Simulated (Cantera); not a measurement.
An isothermal, constant-pressure homogeneous reactor starts with CH4 : N2 = 1 : 4.1 (molar parts), at 1550 K and 0.0133 bar. Integrator tolerance rtol = 1e-08.

Detailed kinetics in Cantera: GRI-Mech 3.0 (53 species, 325 reactions). GRI-Mech 3.0 stops at C3 and has no aromatics, soot or wall deposition, so with more carbon than oxygen in the feed, carbon stays in small species such as C2H2 where larger ones or solid carbon would form. Radical loss at walls, strong at low pressure, is not modelled.

### Question
What does this change do: temperature 1550 to 1750 K?

### Answer
```json
[
 {"quantity": "x(CH4) at 100 s", "before": "0.000983 (gas-phase equilibrium 0.000164)", "after": "3.65e-5 (gas-phase equilibrium 2.62e-5)"},
 {"quantity": "x(CH3) at 100 s", "before": "1.10e-5 (gas-phase equilibrium 1.85e-6)", "after": "3.02e-6 (gas-phase equilibrium 2.17e-6)"},
 {"quantity": "x(C2H4) at 100 s", "before": "4.64e-5 (gas-phase equilibrium 2.31e-5)", "after": "8.87e-6 (gas-phase equilibrium 3.98e-6)"},
 {"quantity": "x(C2H) at 100 s", "before": "1.14e-7 (gas-phase equilibrium 5.71e-8)", "after": "2.36e-6 (gas-phase equilibrium 1.06e-6)"},
 {"quantity": "x(H) at 100 s", "before": "0.000135 (gas-phase equilibrium 0.000136)", "after": "0.00100 (gas-phase equilibrium 0.00100)"},
 {"quantity": "x(HCN) at 100 s", "before": "1.05e-6 (gas-phase equilibrium 0.0826)", "after": "4.74e-5 (gas-phase equilibrium 0.0905)"},
 {"quantity": "x(C2H2) at 100 s", "before": "0.0815 (gas-phase equilibrium 0.0406)", "after": "0.0819 (gas-phase equilibrium 0.0367)"}
]
```

### Question
What does this change do: pressure from 0.0133 bar to 0.00210 bar?

### Answer
| quantity | before | after |
|---|---|---|
| x(CH4) at 100 s | 0.000983 (gas-phase equilibrium 0.000164) | 0.00258 (gas-phase equilibrium 2.59e-5) |
| x(CH3) at 100 s | 1.10e-5 (gas-phase equilibrium 1.85e-6) | 5.89e-5 (gas-phase equilibrium 7.33e-7) |
| x(C2H4) at 100 s | 4.64e-5 (gas-phase equilibrium 2.31e-5) | 1.01e-5 (gas-phase equilibrium 3.64e-6) |
| x(C2H) at 100 s | 1.14e-7 (gas-phase equilibrium 5.71e-8) | 2.31e-7 (gas-phase equilibrium 1.44e-7) |
| x(H) at 100 s | 0.000135 (gas-phase equilibrium 0.000136) | 0.000274 (gas-phase equilibrium 0.000343) |
| x(HCN) at 100 s | 1.05e-6 (gas-phase equilibrium 0.0826) | 1.74e-6 (gas-phase equilibrium 0.0826) |
| x(C2H2) at 100 s | 0.0815 (gas-phase equilibrium 0.0406) | 0.0808 (gas-phase equilibrium 0.0406) |
